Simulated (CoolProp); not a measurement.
Saturation properties of hexamethyldisiloxane (MM) (Tc = 518.7 K, pc = 1.931 MPa, ω = 0.418).

Computed with CoolProp (reference Helmholtz-energy equation of state, Thol 2016).

| T (K) | p (MPa) | vapour density (kg/m³) | enthalpy of vaporisation (kJ/kg) |
|---|---|---|---|
| 265.1 | 0.0008006 | 0.05909 | 243.8 |
| 274.9 | 0.001512 | 0.1078 | 239.3 |
| 284.6 | 0.002692 | 0.1856 | 235.0 |
| 294.4 | 0.004596 | 0.3070 | 230.6 |
| 304.2 | 0.007521 | 0.4877 | 226.1 |
| 313.9 | 0.01179 | 0.7440 | 221.7 |
| 323.7 | 0.01796 | 1.104 | 217.2 |
| 333.5 | 0.02653 | 1.593 | 212.6 |
| 343.2 | 0.03800 | 2.233 | 208.0 |
| 353 | 0.05329 | 3.072 | 203.2 |
| 362.8 | 0.07309 | 4.143 | 198.3 |
| 372.5 | 0.09796 | 5.475 | 193.3 |

It boils at 373.7 K under 1 atm.
